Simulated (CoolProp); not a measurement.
Vapour-liquid equilibrium of propane (1) + toluene (2) at 20.35 °C; x and y are mole fractions of (1).

Computed with CoolProp (multi-fluid Helmholtz-energy mixture model, Lemmon 2009 and Lemmon 2006; pair parameters Bell 2016).

| x | bubble pressure, mixture model (bar) | bubble pressure, Raoult's law (bar) | y, mixture model | y, Raoult's law |
|---|---|---|---|---|
| 0.05 | 0.7791 | 0.4504 | 0.962 | 0.937 |
| 0.2 | 2.743 | 1.712 | 0.990 | 0.986 |
| 0.35 | 4.220 | 2.974 | 0.994 | 0.993 |
| 0.5 | 5.284 | 4.236 | 0.995 | 0.996 |
| 0.65 | 6.111 | 5.498 | 0.996 | 0.998 |
| 0.8 | 6.919 | 6.760 | 0.998 | 0.999 |
| 0.95 | 7.972 | 8.021 | 0.999 | 1.000 |

The largest gap from Raoult's law is +73.0 % in bubble pressure, at x = 0.05. No azeotrope shows between x = 0.05 and 0.95.

Pair parameters are fitted to limited data, so mixtures are less certain than the pure fluids. The gap from Raoult's law changes sign with composition, which may be real or a fault of the pair parameters; it wasn't checked against measurements. With so large a gap from Raoult's law the liquid may split in two, which this calculation doesn't test in full.
